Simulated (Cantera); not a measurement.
## Dilute partial oxidation

An isothermal, constant-pressure homogeneous reactor starts with CH4 : O2 : N2 = 0.016 : 0.0059 : 1 (molar parts), at 1250 K and 5.00 bar.

Computed with Cantera and GRI-Mech 3.0 (53 species, 325 reactions). GRI-Mech 3.0 stops at C3 and has no aromatics, soot or wall deposition, so with more carbon than oxygen in the feed, carbon stays in small species such as C2H2 where larger ones or solid carbon would form.

| t (s) | x CH4 | x O2 | x CH2CO | x C2H | x NO2 | x H2 | x CH2 |
|---|---|---|---|---|---|---|---|
| 0.000200 | 0.0157 | 0.00577 | <1e-12 | <1e-12 | <1e-12 | 5.23e-9 | <1e-12 |
| 0.000522 | 0.0157 | 0.00577 | <1e-12 | <1e-12 | <1e-12 | 1.63e-8 | <1e-12 |
| 0.00136 | 0.0157 | 0.00577 | <1e-12 | <1e-12 | <1e-12 | 5.83e-8 | <1e-12 |
| 0.00356 | 0.0157 | 0.00577 | <1e-12 | <1e-12 | <1e-12 | 2.20e-7 | <1e-12 |
| 0.00928 | 0.0157 | 0.00577 | 1.17e-11 | <1e-12 | <1e-12 | 7.52e-7 | <1e-12 |
| 0.0242 | 0.0156 | 0.00577 | 1.63e-10 | <1e-12 | <1e-12 | 2.45e-6 | <1e-12 |
| 0.0632 | 0.0156 | 0.00576 | 2.31e-9 | <1e-12 | <1e-12 | 9.09e-6 | <1e-12 |
| 0.165 | 0.0155 | 0.00571 | 5.20e-8 | <1e-12 | <1e-12 | 4.43e-5 | <1e-12 |
| 0.431 | 0.0151 | 0.00549 | 1.85e-6 | <1e-12 | <1e-12 | 0.000262 | 4.50e-12 |
| 1.12 | 0.0125 | 0.00365 | 5.01e-5 | <1e-12 | 4.99e-12 | 0.00205 | 1.31e-10 |
| 2.94 | 0.00894 | 0.000143 | 8.07e-6 | <1e-12 | <1e-12 | 0.00586 | 5.66e-11 |
| 7.66 | 0.00873 | 9.33e-6 | 4.09e-7 | <1e-12 | <1e-12 | 0.00631 | 3.09e-12 |
| 20.0 | 0.00849 | 4.48e-8 | 4.59e-8 | <1e-12 | <1e-12 | 0.00672 | <1e-12 |
x: mole fraction; the columns are a selection and need not sum to one.

Equilibrium at this temperature and pressure: CH4 0.00214, O2 <1e-12, CH2CO 1.62e-9, C2H <1e-12, NO2 <1e-12, H2 0.0255, CH2 <1e-12 (gas phase only).
